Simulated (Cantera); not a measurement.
Feed: 1 mol C2F6, 0.46 mol CH4, 0.7 mol H2, at 2973.15 K and 1.33 mbar.

Method: chemical equilibrium by Gibbs-energy minimisation in Cantera with the NASA 1993 tables (ideal gas, pure condensed phases). Candidate condensed phases: C, C6H6, C7H8, C8H18; 95 gas species. The feed counts by its element totals alone. Kinetics and transport are ignored.

Base state: F 0.414, HF 0.354, C3 0.0813, H 0.0797, CF 0.0350, C 0.0227, C2 0.0106, CF2 0.00122 (mole fractions); condensed: gas only.

Q: What changes in the equilibrium state with this change: temperature from 2973.15 K to 1725 K?

A: 
```csv
species,before,after
HF,0.354,0.818
CF4,<1e-9,0.168
CF2,0.00122,0.00883
F,0.414,0.00497
C3,0.0813,<1e-9
C,0.0227,<1e-9
C2,0.0106,<1e-9
H,0.0797,4.80e-7
CF,0.0350,4.72e-6
C5,0.000822,<1e-9
C2H,0.000454,<1e-9
"C(graphite), mol",0,1.76
```
Gases not in the tables: C2F6 and larger saturated fluorocarbons.
